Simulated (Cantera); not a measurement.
Feed: 1 mol PH3, 4.4 mol O2, at 2725 °C and 100 Torr.

These are equilibrium values from Cantera (NASA tables, ideal gas, pure condensed phases), not measurements of a reactor. Candidate condensed phases: H2O, P, P4O10; 17 gas species. Gases not in the tables: HPO2, HPO3 and P4O6. Rates play no part.

Base state: O2 0.342, O 0.180, PO2 0.122, H2O 0.120, OH 0.108, H 0.0681, PO 0.0334, H2 0.0251 (mole fractions); condensed: gas only.

Task: What changes in the equilibrium state with this change: O2 from 4.4 to 0.062 mol?

Result: 
| species | before | after |
|---|---|---|
| H2 | 0.0251 | 0.451 |
| H | 0.0681 | 0.289 |
| P2 | 6.08e-8 | 0.143 |
| O2 | 0.342 | 2.86e-7 |
| P | 4.18e-5 | 0.0639 |
| O | 0.180 | 0.000165 |
| PO2 | 0.122 | 0.000157 |
| OH | 0.108 | 0.000420 |
| H2O | 0.120 | 0.00198 |
| PO | 0.0334 | 0.0467 |
| HO2 | 4.05e-5 | <1e-9 |
| PH | 6.33e-7 | 0.00411 |

Task: What changes in the equilibrium state with this change: pressure from 100 Torr to 0.375 Torr?

Result: 
```json
[
 {"species": "O", "before": "0.180", "after": "0.640"},
 {"species": "H", "before": "0.0681", "after": "0.251"},
 {"species": "PO", "before": "0.0334", "after": "0.0756"},
 {"species": "O2", "before": "0.342", "after": "0.0162"},
 {"species": "H2O", "before": "0.120", "after": "8.18e-5"},
 {"species": "PO2", "before": "0.122", "after": "0.00369"},
 {"species": "OH", "before": "0.108", "after": "0.00532"},
 {"species": "H2", "before": "0.0251", "after": "0.00128"},
 {"species": "HO2", "before": "4.05e-5", "after": "2.65e-8"},
 {"species": "P", "before": "4.18e-5", "after": "0.00710"}
]
```
